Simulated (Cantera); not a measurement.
Feed: 1 mol Si, 3.3 mol HCl, 55 mol N2, at 1625 K and 110 Pa.

Cantera equilibrium calculation (NASA polynomials, part measured and part estimated; ideal gas, pure solids and liquids). Candidate condensed phases: NH4Cl, Si, Si3N4; 28 gas species. The tables' values for SiCl3, SiCl are old estimates; treat these amounts as uncertain. Rates play no part.

Base state: N2 0.943, HCl 0.0220, H2 0.0172, SiCl2 0.0170, Cl 0.000281, H 0.000279, SiCl3 0.000112, SiCl 3.87e-5 (mole fractions); condensed: gas only.

**Question.** What changes in the equilibrium state with this change: temperature from 1625 K to 750 K?

**Answer.** 
| species | before | after |
|---|---|---|
| N2 | 0.943 | 0.947 |
| HCl | 0.0220 | 0.0399 |
| H2 | 0.0172 | 0.00871 |
| SiCl2 | 0.0170 | <1e-9 |
| SiCl4 | 1.73e-6 | 0.00435 |
| Cl | 0.000281 | <1e-9 |
| H | 0.000279 | <1e-9 |
| SiCl | 3.87e-5 | <1e-9 |
| Si | 2.55e-5 | <1e-9 |
| Si3N4(s), mol | 0 | 0.250 |
N2 is the only nitrogen source here; it is nearly inert below about 1500 K, so the nitride shown seldom forms there in practice.
